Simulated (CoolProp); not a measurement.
The numbers come from the reference Helmholtz-energy equation of state, Lemmon 2006 in CoolProp. It is a short technical equation, of lower accuracy than the large ones.

**Question.** For nitrous oxide, give the phase and the Z, cp (kJ/(kg K)), cv (kJ/(kg K)), speed of sound (m/s) at 202.2 K and 659 kPa; 202.2 K and 1650 kPa.

**Answer.** 
- 202.2 K and 659 kPa: liquid; Z 0.0146, cp 1.74, cv 0.938, speed of sound 1020
- 202.2 K and 1650 kPa: liquid; Z 0.0366, cp 1.74, cv 0.938, speed of sound 1030
